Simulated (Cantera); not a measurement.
**FeCl₃ + O₂ + H₂ (halide evaporation, hydrolysis and transport)**

Input: 1 mol FeCl₃, 0.48 mol O₂, 40 mol H₂, at 0.100 bar.

Method: chemical equilibrium by Gibbs-energy minimisation in Cantera with the NASA 1993 tables (ideal gas, pure condensed phases). Candidate condensed phases: Fe, FeCl₂, FeCl₃, FeO, Fe(OH)₂, Fe(OH)₃, Fe₂O₃, Fe₃O₄, H₂O; 22 gas species. Condensed phases not in the tables: FeOCl. Rates play no part.

At 675 K the condensed part is FeCl₂(s). At 725 K the condensed part is Fe(α) + FeCl₂(s). From 775 K to 1175 K the condensed part is Fe(α). From 1225 K to 1325 K the condensed part is Fe(γ). The main Fe-bearing gas is FeCl₂ throughout. The share of Fe in condensed phases is highest at 675 K (100.0 %) and lowest at 1325 K (89.2 %).

| T (K) | x H₂ | x HCl | x H₂O | x FeCl₂ | x Fe₂Cl₄ | x H | n FeCl₂(s) | n Fe(α) | n Fe(γ) |
|---|---|---|---|---|---|---|---|---|---|
| 675 | 0.952 | 0.0247 | 0.0237 | 4.54e-6 | 1.01e-7 | <1e-12 | 1.000 | 0 | 0 |
| 725 | 0.934 | 0.0426 | 0.0235 | 4.82e-5 | 1.91e-6 | <1e-12 | 0.628 | 0.370 | 0 |
| 775 | 0.905 | 0.0718 | 0.0231 | 0.000226 | 8.89e-6 | 2.98e-12 | 0 | 0.990 | 0 |
| 825 | 0.905 | 0.0716 | 0.0231 | 0.000338 | 5.10e-6 | 2.39e-11 | 0 | 0.986 | 0 |
| 875 | 0.905 | 0.0713 | 0.0231 | 0.000480 | 3.09e-6 | 1.51e-10 | 0 | 0.980 | 0 |
| 925 | 0.905 | 0.0710 | 0.0231 | 0.000652 | 1.96e-6 | 7.83e-10 | 0 | 0.973 | 0 |
| 975 | 0.905 | 0.0706 | 0.0231 | 0.000852 | 1.28e-6 | 3.44e-9 | 0 | 0.965 | 0 |
| 1025 | 0.906 | 0.0701 | 0.0231 | 0.00107 | 8.64e-7 | 1.31e-8 | 0 | 0.955 | 0 |
| 1075 | 0.906 | 0.0697 | 0.0231 | 0.00131 | 5.90e-7 | 4.42e-8 | 0 | 0.946 | 0 |
| 1125 | 0.906 | 0.0692 | 0.0231 | 0.00155 | 4.10e-7 | 1.34e-7 | 0 | 0.935 | 0 |
| 1175 | 0.906 | 0.0687 | 0.0231 | 0.00181 | 2.91e-7 | 3.69e-7 | 0 | 0.925 | 0 |
| 1225 | 0.907 | 0.0682 | 0.0231 | 0.00207 | 2.11e-7 | 9.38e-7 | 0 | 0 | 0.914 |
| 1275 | 0.907 | 0.0676 | 0.0231 | 0.00233 | 1.55e-7 | 2.22e-6 | 0 | 0 | 0.903 |
| 1325 | 0.907 | 0.0671 | 0.0231 | 0.00259 | 1.17e-7 | 4.93e-6 | 0 | 0 | 0.892 |
x: gas mole fraction; n: condensed amount in mol.
